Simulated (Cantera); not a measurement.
Feed: 1 mol Ti, 0.16 mol CO2, 1.7 mol CO, held at 2000 K and 18.0 bar.

Method: chemical equilibrium by Gibbs-energy minimisation in Cantera with the NASA 1993 tables (ideal gas, pure condensed phases). Candidate condensed phases: C, Ti, TiC, TiO, TiO2, Ti2O3, Ti3O5, Ti4O7; 15 gas species. Mutual solubility and eutectic melting of coexisting phases are not modelled. TiC: taken at fixed stoichiometry. Rates play no part.

What is the equilibrium state?


```
Property                                    Value
--------------------------------------  ---------
x(CO)                                       0.999
x(CO2)                                   0.000758
n(TiC(s))                               0.565 mol
n(Ti3O5(s))                             0.145 mol
gas amount                              1.295 mol
log10 activity of Ti2O3(s) (absent)          0.00
log10 activity of C(graphite) (absent)      -0.22
log10 activity of Ti4O7(l) (absent)         -0.38
```
